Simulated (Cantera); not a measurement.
**Carbon deposition, reforming and gasification: C₂H₂ + H₂**

Feed: 1 mol C₂H₂, 2.4 mol H₂, held at 7.50 mbar.

These are equilibrium values from Cantera (NASA tables, ideal gas, pure condensed phases), not measurements of a reactor. Candidate condensed phases: C, C₆H₆, C₇H₈, C₈H₁₈; 76 gas species. Kinetics and transport are ignored.

```
T (K)   x H₂     x H  x C₂H₂ (acetylene)     x C₂H      x C₃      x C   x C₄H₂  n C(graphite)
-----  -----  ------  ------------------  --------  --------  -------  -------  -------------
2148   0.951  0.0469             0.00182   2.68e-6   1.09e-7  7.90e-8  1.42e-6           1.99
2198   0.935  0.0622             0.00237   5.43e-6   3.09e-7  1.96e-7  2.45e-6           1.98
2248   0.916  0.0812             0.00303   1.06e-5   8.34e-7  4.69e-7  4.10e-6           1.98
2298   0.892   0.104             0.00382   2.01e-5   2.15e-6  1.08e-6  6.68e-6           1.97
2348   0.863   0.132             0.00471   3.68e-5   5.31e-6  2.40e-6  1.06e-5           1.97
2398   0.829   0.166             0.00572   6.55e-5   1.26e-5  5.14e-6  1.63e-5           1.96
2448   0.789   0.204             0.00682  0.000113   2.90e-5  1.07e-5  2.43e-5           1.95
2498   0.744   0.248             0.00798  0.000190   6.42e-5  2.16e-5  3.53e-5           1.94
2548   0.693   0.297             0.00914  0.000311  0.000138  4.24e-5  4.99e-5           1.92
2598   0.638   0.351              0.0103  0.000495  0.000287  8.11e-5  6.84e-5           1.91
```
x: gas mole fraction; n: condensed amount in mol.

From 2148 K to 2598 K the condensed part is C(graphite). The main C-bearing gas is C₂H₂ (acetylene) throughout. The share of C in condensed phases is highest at 2148 K (99.4 %) and lowest at 2598 K (95.3 %).
